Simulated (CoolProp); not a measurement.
A closed Brayton cycle with nitrogen: compressor inlet 329.15 K and 3 MPa, high pressure 8.3 MPa, turbine inlet 800 K, compressor efficiency 0.8, turbine efficiency 0.9, recuperator effectiveness 0.8 (on enthalpy, no pinch check). Each further row changes one setting.

Model: reference Helmholtz-energy equation of state, Span 2000, in CoolProp.

| case | thermal efficiency (%) | net work (kJ/kg) | compressor to turbine work | compressor exit (K) | turbine exit (K) |
|---|---|---|---|---|---|
| as stated | 20.6 | 47.6 | 0.76 | 468.5 | 626.8 |
| turbine inlet 750 K | 16.8 | 35.2 | 0.81 | 468.5 | 586.1 |
| compressor inlet 339.15 K | 18.9 | 43.0 | 0.78 | 482.6 | 626.8 |
| high pressure 7.06 MPa | 21.7 | 46.5 | 0.72 | 443.6 | 651.7 |
| recuperator effectiveness 0.5 | 16.9 | 47.6 | 0.76 | 468.5 | 626.8 |
